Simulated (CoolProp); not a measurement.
Properties of CF4 (R14) along the isobar 303 kPa (Tc = -45.8 °C, pc = 3762 kPa, ω = 0.178).

The numbers come from the reference Helmholtz-energy equation of state, Platzer 1990 in CoolProp. This equation is an older, rougher fit.

```
T (°C)  phase  density (kg/m³)  viscosity (µPa s)  fugacity coefficient
------  -----  ---------------  -----------------  --------------------
-55.45    gas            15.22               13.1                0.9689
-46.45    gas            14.56               13.6                0.9725
-37.45    gas            13.95               14.1                0.9756
-28.45    gas            13.40               14.6                0.9783
-19.55    gas            12.90               15.1                0.9806
-10.55    gas            12.43               15.5                0.9827
-1.55     gas            12.00               16.0                0.9846
7.45      gas            11.59               16.5                0.9862
16.45     gas            11.21               16.9                0.9876
25.45     gas            10.86               17.4                0.9889
34.45     gas            10.53               17.8                0.9901
43.35     gas            10.22               18.2                0.9911
52.35     gas            9.932               18.7                0.9921
61.35     gas            9.656               19.1                0.9929
```

Viscosity comes from a separate model (Huber 2003), an estimate that may be off by 10 % or more.
